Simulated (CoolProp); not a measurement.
Properties of carbon dioxide at several states.

The numbers come from the reference Helmholtz-energy equation of state, Span 1996 in CoolProp.

```
T (K)  p (MPa)          phase  cp (kJ/(kg K))  Joule-Thomson coefficient (K/MPa)  isothermal compressibility (1/MPa)  viscosity (µPa s)
-----  -------  -------------  --------------  ---------------------------------  ----------------------------------  -----------------
505       7.46  supercritical           1.121                              2.758                              0.1399               25.4
880.9     15.5  supercritical           1.240                             0.4960                             0.06238               38.9
774       16.9  supercritical           1.223                             0.7429                             0.05736               35.9
737.1     7.08            gas           1.175                              1.046                              0.1404               33.5
708.9    0.825            gas           1.135                              1.304                               1.212               31.9
929.9    0.076            gas           1.214                             0.5756                               13.16               39.1
```

Viscosity comes from a separate model (Laesecke 2017).
